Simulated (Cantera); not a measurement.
A Cantera script and what it prints.

```python
import numpy as np
import cantera as ct

gas_names = """
    H HO2 H2 H2O H2O2 O OH O2 O3 V VO VO2
""".split()
cond_names = """
    H2O(s) H2O(L) V(cr) V(L) VO(s) VO(L) V2O3(s) V2O3(L) V2O4(I) V2O4(II) V2O4(L) V2O5(s) V2O5(L)
""".split()


# ... load() reads the species with a 1 bar reference pressure and builds the phases ...
atoms = {
    'V2O5': {'V': 2, 'O': 5},
    'H2': {'H': 2},
}
top_T = {}  # K; cautious upper limits of use, not melting points


# ... equilibrate(T, P, feed) seeds the gas with the atoms and calls Mixture.equilibrate('TP', solver="vcs", rtol=1e-11, max_steps=5000) ...
results = []
feed = {'V2O5': 1, 'H2': 90}  # mol
P = 22  # Pa
for T in [775, 925, 1075, 1225, 1375, 1525, 1675, 1825, 1975, 2125]:
    mix = equilibrate(T, P, feed)
    results.append((T, P, feed, dict(zip(mix.species_names, mix.species_moles))))

top = {s: max(r[3][s] / sum(r[3][g] for g in gas_names) for r in results) for s in gas_names}
cols = sorted((s for s in top if top[s] > 1e-05), key=lambda s: -top[s])[:8]
seen = [c for c in cond_names if any(r[3].get(c, 0) > 1e-12 for r in results)]
print("log10 of partial pressures in bar; condensed amounts in mol")
print(f"{'T/K':>10s}" + "".join(f"{s[:9]:>10s}" for s in cols + seen))
for T, P, feed, n in results:
    ng = sum(n[g] for g in gas_names)
    print(f"{T:10.4g}" + "".join(f"{np.log10(max(n[s] / ng * P / 1e5, 1e-99)):10.3f}" for s in cols)
          + "".join(f"{n.get(c, 0):10.4g}" for c in seen))
```

Result:

```
log10 of partial pressures in bar; condensed amounts in mol
       T/K        H2         H       H2O       VO2        VO        OH         V         O   V2O3(s)
       775    -3.667   -13.837    -5.311   -24.829   -30.105   -19.111   -37.846   -29.076         1
       925    -3.667   -11.418    -5.311   -19.478   -23.521   -15.989   -29.680   -23.624         1
      1075    -3.667    -9.667    -5.311   -15.641   -18.805   -13.732   -23.825   -19.680         1
      1225    -3.667    -8.340    -5.311   -12.762   -15.270   -12.024   -19.429   -16.694         1
      1375    -3.667    -7.299    -5.311   -10.526   -12.526   -10.687   -16.011   -14.354         1
      1525    -3.668    -6.460    -5.311    -8.744   -10.339    -9.612   -13.282   -12.470    0.9996
      1675    -3.671    -5.771    -5.315    -7.295    -8.558    -8.730   -11.053   -10.923     0.989
      1825    -3.681    -5.197    -5.352    -6.108    -7.069    -8.023    -9.164    -9.653    0.8197
      1975    -3.714    -4.721    -5.497    -5.435    -6.052    -7.525    -7.715    -8.665         0
      2125    -3.781    -4.330    -5.504    -5.498    -5.976    -6.960    -7.425    -7.659         0
```

These are equilibrium values from Cantera (NASA tables, ideal gas, pure condensed phases), not measurements of a reactor. Condensed phases not in the tables: the oxides between V2O3 and V2O5 other than VO2.
